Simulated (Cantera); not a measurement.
Input: 1 mol BN, 0.023 mol N2, held at 10.0 mbar.

Cantera equilibrium calculation (NASA polynomials, part measured and part estimated; ideal gas, pure solids and liquids). Candidate condensed phases: B, BN; 5 gas species. Equilibrium is a limit: real reactors are often held back by kinetics, nucleation or transport.

At 2475 K, list the 3 most abundant gas species with their mole fractions, and the condensed phases.

N2 0.993, B 0.00680, BN 0.000271. Condensed: B(l).
